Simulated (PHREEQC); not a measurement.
Make-up at 25 °C: 0.0042 mol/kgw HF, 0.05 mol/kgw KF and 0.0095 mol/kgw H2SO4. Closed to the air; pH follows from the charge balance.

Computed with PHREEQC (ion-association model, phreeqc.dat).

Question: The ionic strength comes out as 0.0575 mol/kgw. What activity coefficients do SO4-2, HF2-, KSO4-, H+, K+ get?

Answer: SO4-2 0.44, HF2- 0.81, KSO4- 0.82, H+ 0.85, K+ 0.80.

Precipitation was switched off in this run. Complexes and solids missing from the database can't appear.
